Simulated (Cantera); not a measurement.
Charge: 1 mol SiC, 0.0015 mol H₂O, 1.9 mol N₂, at 1948 K and 0.0770 bar.

These are equilibrium values from Cantera (NASA tables, ideal gas, pure condensed phases), not measurements of a reactor. Candidate condensed phases: C, C₆H₆, C₇H₈, C₈H₁₈, H₂O, Si, SiC, SiO₂, Si₂N₂O, Si₃N₄; 151 gas species. The tables' values for SiN are old estimates; treat these amounts as uncertain. The numbers say what is thermodynamically allowed, not how fast it happens.

Base state: N₂ 0.998, H₂ 0.000715, CO 0.000454, SiO 0.000334, Si 0.000128, H 0.000109, HCN 3.38e-5, SiN 1.05e-5 (mole fractions); condensed: SiC(s).

What changes in the equilibrium state with this change: 1.1 mol CH₄ added?


```json
[
 {"species": "H₂", "before": "0.000715", "after": "0.531"},
 {"species": "N₂", "before": "0.998", "after": "0.459"},
 {"species": "HCN", "before": "3.38e-5", "after": "0.00590"},
 {"species": "Si", "before": "0.000128", "after": "1.36e-5"},
 {"species": "C₂H₂ (acetylene)", "before": "4.31e-9", "after": "0.000286"},
 {"species": "CH₄", "before": "<1e-9", "after": "1.06e-5"},
 {"species": "HNC", "before": "1.74e-6", "after": "0.000304"},
 {"species": "SiO", "before": "0.000334", "after": "2.98e-6"},
 {"species": "H", "before": "0.000109", "after": "0.00297"},
 {"species": "SiC(s), mol", "before": "0.999", "after": "1.000"},
 {"species": "C(graphite), mol", "before": "0", "after": "1.07"}
]
```
